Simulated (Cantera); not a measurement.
# SiHCl₃ + HCl + N₂ + H₂ (silicon epitaxy and polysilicon growth)

Input: 1 mol SiHCl₃, 0.055 mol HCl, 25 mol N₂, 0.0015 mol H₂, equilibrated at 13.3 mbar.

Method: chemical equilibrium by Gibbs-energy minimisation in Cantera with the NASA 1993 tables (ideal gas, pure condensed phases). Candidate condensed phases: NH₄Cl, Si, Si₃N₄; 28 gas species. N₂ is the only nitrogen source here; it is nearly inert below about 1500 K, so the nitride shown seldom forms there in practice. The tables' values for SiCl₃, SiCl are old estimates; treat these amounts as uncertain. Kinetics and transport are ignored.

From 1198 K to 1498 K the condensed part is Si₃N₄(s). From 1548 K to 1698 K nothing is condensed. The main Si-bearing gas is SiCl₄ at 1198 K and SiCl₂ at 1698 K.

```
T (K)   x N₂   x HCl   x SiCl₂   x SiCl₄  n Si₃N₄(s)
-----  -----  ------  --------  --------  ----------
1198   0.941  0.0365  0.000275    0.0192       0.156
1248   0.941  0.0366  0.000827    0.0184       0.152
1298   0.940  0.0366   0.00223    0.0169       0.144
1348   0.938  0.0364   0.00533    0.0142       0.127
1398   0.935  0.0359    0.0110    0.0104      0.0978
1448   0.932  0.0349    0.0192   0.00604      0.0585
1498   0.929  0.0332    0.0275   0.00269      0.0190
1548   0.927  0.0325    0.0319   0.00130           0
1598   0.926  0.0337    0.0328  0.000864           0
1648   0.926  0.0346    0.0335  0.000567           0
1698   0.925  0.0351    0.0341  0.000363           0
```
x: gas mole fraction; n: condensed amount in mol.
